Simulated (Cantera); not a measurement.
What does this Cantera script print?

```python
import numpy as np
import cantera as ct

gas = ct.Solution("gri30.yaml")
gas.TPX = 800, 36000, {'CO': 1, 'H2': 0.94, 'O2': 1.7, 'N2': 6.4, 'H2O': 1.2}
inlet = ct.Reservoir(gas, clone=True)
gas.equilibrate("HP")  # start burning
reactor = ct.IdealGasConstPressureReactor(gas, energy="on", clone=False)
exhaust = ct.Reservoir(gas, clone=True)
tau = [0.23, 0.088, 0.033, 0.013, 0.0048, 0.0018, 0.00069, 0.00026, 9.9e-05][0]
for a, b in ((inlet, reactor), (reactor, exhaust)):
    ct.MassFlowController(a, b, mdot=lambda t: reactor.mass / tau)
net = ct.ReactorNet([reactor])
show = ['CO', 'H2', 'O2', 'NO', 'H2O', 'O']

rows = []
print(f"{'tau/s':>10s}{'T/K':>9s}" + "".join(f"{s:>11s}" for s in show))
for tau in [0.23, 0.088, 0.033, 0.013, 0.0048, 0.0018, 0.00069, 0.00026, 9.9e-05]:
    net.initial_time = 0.0
    net.advance(30 * tau)
    before = gas.X
    net.advance(40 * tau)
    drift = np.max(np.abs(gas.X - before) / (gas.X + 1e-9))
    rows.append([gas.T, *gas[show].X, drift])
    print(f"{tau:10.3e}{gas.T:9.1f}" + "".join(f"{x:11.3e}" for x in gas[show].X))
```

Result:

```
     tau/s      T/K         CO         H2         O2         NO        H2O          O
 2.300e-01   2038.7  1.836e-03  8.033e-04  7.064e-02  3.714e-04  2.047e-01  6.358e-04
 8.800e-02   2024.7  2.713e-03  1.182e-03  7.095e-02  1.940e-04  2.036e-01  9.375e-04
 3.300e-02   1996.0  4.462e-03  1.975e-03  7.154e-02  1.024e-04  2.015e-01  1.585e-03
 1.300e-02   1950.2  7.152e-03  3.276e-03  7.258e-02  5.245e-05  1.983e-01  2.688e-03
 4.800e-03   1876.1  1.114e-02  5.353e-03  7.440e-02  2.584e-05  1.934e-01  4.549e-03
 1.800e-03   1774.5  1.606e-02  7.979e-03  7.706e-02  1.642e-05  1.870e-01  7.057e-03
 6.900e-04   1645.5  2.255e-02  1.066e-02  8.110e-02  1.210e-05  1.799e-01  9.697e-03
 2.600e-04   1475.5  3.597e-02  1.299e-02  8.938e-02  6.563e-06  1.733e-01  1.102e-02
 9.900e-05   1225.5  6.763e-02  2.259e-02  1.114e-01  1.060e-06  1.635e-01  6.787e-03
```

Model: GRI-Mech 3.0 (53 species, 325 reactions), integrated in Cantera.
